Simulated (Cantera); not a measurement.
Feed: 1 mol Fe2O3, 0.22 mol H2S, 15 mol N2, held at 1.00 bar.

These are equilibrium values from Cantera (NASA tables, ideal gas, pure condensed phases), not measurements of a reactor. Candidate condensed phases: Fe, FeO, Fe(OH)2, Fe(OH)3, FeS, FeSO4, FeS2, Fe2O3, Fe2(SO4)3, Fe3O4, H2O, H2SO4, S; 38 gas species. Mutual solubility and eutectic melting of coexisting phases are not modelled. The tables' stoichiometric FeO is somewhat more stable than real wüstite, so its field is too wide. FeO, FeS: taken at fixed stoichiometry. Gases not in the tables: S3 to S7. The numbers say what is thermodynamically allowed, not how fast it happens.

### Question
Which condensed phases are stable at each of these points (T (K)): 950, 1100, 1250, 1400, 1550, 1700, 1850?

### Answer
| T (K) | condensed phases | Fe condensed (%) |
|---|---|---|
| 950 | FeS(s) + Fe3O4(s) | 100.0 |
| 1100 | FeS(s) + Fe3O4(s) | 100.0 |
| 1250 | FeS(s) + Fe3O4(s) | 100.0 |
| 1400 | FeO(s) + Fe3O4(s) | 100.0 |
| 1550 | FeO(s) + Fe3O4(s) | 100.0 |
| 1700 | FeO(l) + Fe3O4(s) | 100.0 |
| 1850 | FeO(l) + Fe3O4(s) | 100.0 |

From 950 K to 1250 K the condensed part is FeS(s) + Fe3O4(s). From 1400 K to 1550 K the condensed part is FeO(s) + Fe3O4(s). From 1700 K to 1850 K the condensed part is FeO(l) + Fe3O4(s).
